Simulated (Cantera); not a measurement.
A freely propagating, adiabatic, planar premixed flame of CH4 : C2H6 : C3H8 : O2 : N2 = 1 : 0.25 : 1.2 : 7.4 : 27.8 (molar parts), equivalence ratio 1.2, unburnt at 675 K and 760 Torr; mixture-averaged transport, grid criteria slope 0.08 and curve 0.16, no radiation.

Model: GRI-Mech 3.0 (53 species, 325 reactions), integrated in Cantera. GRI-Mech 3.0 was tuned for natural gas; its chemistry of propane as a main component is partial and can be far from experiment. Burning velocities carry a grid error of a few per cent, more on coarse grids.

Q: What does this change do: C3H8 1.2 to 1.5 parts?

A: 
```tsv
quantity	before	after
laminar burning velocity	184 cm/s	141 cm/s
thermal thickness	0.260 mm	0.299 mm
peak x(CH2)	0.000126	0.000136
peak x(CO)	0.0846	0.101
peak x(CH2O)	0.00190	0.00189
```

Q: What does this change do: N2 27.8 to 21 parts?

A: 
```csv
quantity,before,after
laminar burning velocity,184 cm/s,247 cm/s
thermal thickness,0.260 mm,0.209 mm
peak x(CH2),0.000126,0.000203
peak x(CO),0.0846,0.104
peak x(CH2O),0.00190,0.00248
```
